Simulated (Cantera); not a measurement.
Feed: 1 mol SiH2Cl2, 5.1 mol N2, 0.11 mol HCl, held at 2.40 mbar.

Cantera equilibrium calculation (NASA polynomials, part measured and part estimated; ideal gas, pure solids and liquids). Candidate condensed phases: NH4Cl, Si, Si3N4; 28 gas species. N2 is the only nitrogen source here; it is nearly inert below about 1500 K, so the nitride shown seldom forms there in practice. The tables' values for SiCl3, SiCl are old estimates; treat these amounts as uncertain. The numbers say what is thermodynamically allowed, not how fast it happens.

log p: log10 of the partial pressure in bar; n: condensed amount in mol.

```csv
T (°C),log p N2,log p HCl,log p H2,log p SiCl2,log p SiCl4,log p SiCl3,log p H,n Si3N4(s)
1027,-2.78,-3.28,-3.90,-4.59,-4.40,-4.88,___,0.261
1077,-2.78,-3.30,-3.87,-4.27,-4.57,-4.77,___,0.243
1127,-2.78,-3.34,-3.83,-4.03,-4.86,-4.76,___,0.216
1177,-2.78,-3.40,-3.77,-3.86,-5.24,-4.83,___,0.184
1227,-2.78,-3.47,-3.71,-3.75,-5.69,-4.97,___,0.152
1277,-2.78,-3.55,-3.65,-3.68,-6.15,-5.14,___,0.123
1327,-2.77,-3.64,-3.61,-3.62,-6.62,-5.32,___,0.0969
1377,-2.77,-3.73,-3.58,-3.59,-7.09,-5.51,___,0.0750
1427,-2.77,-3.82,-3.55,-3.56,-7.54,-5.70,___,0.0564
```

Task: Complete the blanks.

Result: 
- 1027, log p H: -7.91
- 1077, log p H: -7.56
- 1127, log p H: -7.23
- 1177, log p H: -6.91
- 1227, log p H: -6.61
- 1277, log p H: -6.33
- 1327, log p H: -6.07
- 1377, log p H: -5.83
- 1427, log p H: -5.61
